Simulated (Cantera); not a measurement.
A closed system holds: 1 mol Cu2O, 0.54 mol CH4, 17 mol H2, held at 1702 °C and 4.00 mbar.

These are equilibrium values from Cantera (NASA tables, ideal gas, pure condensed phases), not measurements of a reactor. Candidate condensed phases: C, C6H6, C7H8, C8H18, Cu, CuO, Cu(OH)2, Cu2O, H2O; 113 gas species. Equilibrium is a limit: real reactors are often held back by kinetics, nucleation or transport.

Base state: H2 0.836, Cu 0.0960, CO 0.0258, H2O 0.0219, H 0.0198, CO2 0.000150, OH 4.93e-5, Cu2 4.10e-5 (mole fractions); condensed: gas only.

Task: What changes in the equilibrium state with this change: temperature from 1702 °C to 2275 °C?

Result: 
| species | before | after |
|---|---|---|
| H2 | 0.836 | 0.526 |
| H | 0.0198 | 0.355 |
| Cu | 0.0960 | 0.0796 |
| H2O | 0.0219 | 0.0150 |
| CO | 0.0258 | 0.0214 |
| O2 | 9.72e-9 | 1.14e-5 |
| O | 8.59e-7 | 0.000975 |
| OH | 4.93e-5 | 0.00221 |
| Cu2 | 4.10e-5 | 1.90e-6 |
| CO2 | 0.000150 | 9.63e-5 |

Task: What changes in the equilibrium state with this change: pressure from 4.00 mbar to 13.3 mbar?

Result: 
```json
[
 {"species": "H2", "before": "0.836", "after": "0.845"},
 {"species": "Cu", "before": "0.0960", "after": "0.0962"},
 {"species": "CO", "before": "0.0258", "after": "0.0259"},
 {"species": "H", "before": "0.0198", "after": "0.0109"},
 {"species": "H2O", "before": "0.0219", "after": "0.0220"},
 {"species": "Cu2", "before": "4.10e-5", "after": "0.000137"},
 {"species": "OH", "before": "4.93e-5", "after": "2.70e-5"},
 {"species": "CO2", "before": "0.000150", "after": "0.000150"}
]
```
